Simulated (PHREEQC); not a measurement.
0.025 g of hydrous ferric oxide (600 m²/g; 0.2 weak and 0.005 strong sites per Fe, Dzombak-Morel constants, diffuse double layer) in 1 kg of water with 0.1 mol/kgw of an inert sodium salt and 1.5e-05 mol Na2HAsO4, at 25 °C; the pH is set by adding NaOH or the inert anion's acid. O2 is buffered at 0.21 atm. No CO2 enters from the air. Nothing may precipitate in this run.

Base run: PHREEQC, ion-association model, wateq4f.dat. Each further column changes one thing. The table gives As sorbed (%).

| pH | base | background salt from 0.1 to 0.01 mol/kgw | oxide from 0.025 to 0.12 g/kgw | 0.00019 mol/kgw Na2SO4 added |
|---|---|---|---|---|
| 3 | 99.9 | 100.0 | 100.0 | 99.4 |
| 3.67 | 99.9 | 100.0 | 100.0 | 99.5 |
| 4.33 | 99.9 | 100.0 | 100.0 | 99.6 |
| 5 | 99.9 | 100.0 | 100.0 | 99.8 |
| 5.67 | 99.9 | 100.0 | 100.0 | 99.8 |
| 6.33 | 99.6 | 99.8 | 100.0 | 99.6 |
| 7 | 98.0 | 98.7 | 100.0 | 98.0 |
| 7.67 | 86.7 | 89.6 | 99.9 | 86.7 |
| 8.33 | 59.6 | [?] | 98.7 | 59.6 |
| 9 | 37.6 | 33.2 | [?] | 37.6 |
| 9.67 | 23.5 | 15.3 | [?] | 23.6 |
| 10.33 | 11.9 | 4.6 | 42.7 | 12.0 |
| 11 | 3.5 | [?] | [?] | 3.5 |

Complete the blanks.


- 8.33, background salt from 0.1 to 0.01 mol/kgw: 61.0
- 9, oxide from 0.025 to 0.12 g/kgw: 91.6
- 9.67, oxide from 0.025 to 0.12 g/kgw: 71.7
- 11, background salt from 0.1 to 0.01 mol/kgw: 0.8
- 11, oxide from 0.025 to 0.12 g/kgw: 14.8

The oxide is taken as insoluble; below pH 4 it would dissolve.
